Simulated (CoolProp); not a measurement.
Model: reference Helmholtz-energy equation of state, Penoncello 2003, in CoolProp.

Give the vapour pressure (kPa), enthalpy of vaporisation (kJ/kg), surface tension (mN/m), vapour viscosity (µPa s) of saturated CHF3 (R23) at 289.6 K.


| T (K) | p (kPa) | enthalpy of vaporisation (kJ/kg) | surface tension (mN/m) | vapour viscosity (µPa s) |
|---|---|---|---|---|
| 289.6 | 3810 | 92.1 | 0.716 | 18.1 |

Viscosity comes from a separate model (Shan 2000). Surface tension comes from a separate correlation (Mulero 2012).
